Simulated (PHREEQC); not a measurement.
Dissolve 0.089 mol NaH2PO4 and 0.16 mol KOH per kg of water at 20 °C. Closed to the air; pH follows from the charge balance.

Computed with PHREEQC (ion-association model, phreeqc.dat).

Task: The ionic strength comes out as 0.460 mol/kgw. What activity coefficients do KHPO4-, PO4-3, HPO4-2, K+, Na+ get?

Result: KHPO4- 0.70, PO4-3 0.023, HPO4-2 0.22, K+ 0.65, Na+ 0.72.

This is a speciation only: nothing precipitates in the calculation.
